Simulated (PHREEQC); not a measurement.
1 kg of water holding 0.008 mol/kgw NaCl, 0.0063 mol/kgw Na2SO4, 0.013 mol/kgw Na2CO3 and 0.016 mol/kgw KCl is evaporated at 30 °C; the solids stay in contact with the brine. CO2 is held at log p = -3.4 (atm). Solids allowed: Arcanite, Burkeite, Glaserite, Halite, Kalicinite, Mirabilite, Misenite, Nahcolite, Natron, Sylvite, Thenardite, Trona. Others were left out.

The series has 28 steps of water left (kg), from 0.9999 to 0.00476.

Computed with PHREEQC (Pitzer model, pitzer.dat).

Which solids form, in which order, and at which step of the series does each first stand?

Glaserite from water left = 0.009034 kg (pH 10.07); Trona from water left = 0.007341 kg (pH 10.05).
